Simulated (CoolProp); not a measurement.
The fluid at 293.15 K and 1.08 MPa is compressed adiabatically to 5.75 MPa with isentropic efficiency 0.7. The same conditions are run with several fluids, on thermodynamics alone (safety and materials aside).

Model: reference Helmholtz-energy equation of state of each fluid (R410A: Lemmon 2003; oxygen: Schmidt 1985; nitrous oxide: Lemmon 2006), in CoolProp. Blends and air are pseudo-pure fits.

Q: Rank R410A, oxygen, nitrous oxide by work (kJ/kg), highest first.

A: oxygen (233), nitrous oxide (147), R410A (70.2)

```json
[
 {"fluid": "R410A", "final temperature (K)": "404.1", "final phase": "supercritical", "final density (kg/m³)": "169"},
 {"fluid": "oxygen", "final temperature (K)": "538.9", "final phase": "supercritical", "final density (kg/m³)": "40.5"},
 {"fluid": "nitrous oxide", "final temperature (K)": "462.0", "final phase": "gas", "final density (kg/m³)": "70.5"}
]
```

Above 300 K oxygen's equation is extrapolated.
